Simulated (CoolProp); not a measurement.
A single-stage vapour-compression cycle with C3F8 (R218): evaporating at 231.15 K (dew point), condensing at 284.15 K (bubble point), superheat 0 K, subcooling 5 K, compressor efficiency 0.8, no pressure losses. Each further row changes one setting.

Computed with CoolProp (reference Helmholtz-energy equation of state, Lemmon 2006). It is a short technical equation, of lower accuracy than the large ones.

| case | cooling COP | pressure ratio | discharge temperature (K) | refrigerating effect (kJ/kg) | volumetric capacity (kJ/m³) |
|---|---|---|---|---|---|
| as stated | 2.41 | 7.34 | 284.2 | 57.9 | 472 |
| evaporating temperature 236.15 K | 2.85 | 5.81 | 284.2 | 60.9 | 618 |
| condensing temperature 279.15 K | 2.84 | 6.30 | 279.2 | 63.3 | 516 |
| subcooling 10 K | 2.63 | 7.34 | 284.2 | 63.3 | 516 |
| superheat 10 K | 2.52 | 7.34 | 285.4 | 65.0 | 504 |
| compressor efficiency 0.7 | 2.11 | 7.34 | 284.2 | 57.9 | 472 |

The compression ends wet for: as stated; evaporating temperature 236.15 K; condensing temperature 279.15 K; subcooling 10 K; compressor efficiency 0.7.
